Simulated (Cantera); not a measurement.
A closed system holds: 1 mol B2O3, 15 mol H2O, 4.6 mol H2, 9.1 mol NH3, at 0.110 bar.

These are equilibrium values from Cantera (NASA tables, ideal gas, pure condensed phases), not measurements of a reactor. Candidate condensed phases: B, BN, B2O3, B3O3H3, H2O; 39 gas species. Gases not in the tables: H3BO3. Kinetics and transport are ignored. All values below are at 1127 °C.

Base state: H2 0.479, H2O 0.384, N2 0.119, HBO2 0.0175, (HBO2)3 0.000479, B2O3 2.18e-5, H 1.01e-5 (mole fractions); condensed: B2O3(l).

Question: What changes in the equilibrium state with this change: H2O from 15 to 2 mol?

Answer: 
```json
[
 {"species": "H2", "before": "0.479", "after": "0.733"},
 {"species": "N2", "before": "0.119", "after": "0.183"},
 {"species": "H2O", "before": "0.384", "after": "0.0764"},
 {"species": "HBO2", "before": "0.0175", "after": "0.00779"},
 {"species": "(HBO2)3", "before": "0.000479", "after": "4.25e-5"},
 {"species": "HBO", "before": "6.11e-6", "after": "2.10e-5"},
 {"species": "H", "before": "1.01e-5", "after": "1.26e-5"},
 {"species": "B2O3", "before": "2.18e-5", "after": "2.18e-5"},
 {"species": "B2O3(l), mol", "before": "0.639", "after": "0.901"}
]
```
